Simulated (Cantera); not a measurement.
Mixture: 9.67 % CH4, 3.00 % CO, 13.1 % O2, 74.3 % N2, equivalence ratio 1.6, at 400000 Pa, adiabatic and at constant volume. Ignition delay is the time to a rise of 400 K.

Cantera simulation using GRI-Mech 3.0 (53 species, 325 reactions); the numbers are that mechanism's predictions, not measurements.

Question: Predict: delay at 1048 K; delay at 1098 K; delay at 1148 K; delay at 1198 K; delay at 1248 K; delay at 1298 K; apparent activation energy between 1198 and 1298 K.

Answer: 
* **delay at 1048 K**: 0.347 s
* **delay at 1098 K**: 0.149 s
* **delay at 1148 K**: 67.9 ms
* **delay at 1198 K**: 32.3 ms
* **delay at 1248 K**: 16.0 ms
* **delay at 1298 K**: 8.21 ms
* **apparent activation energy between 1198 and 1298 K**: 180 kJ/mol
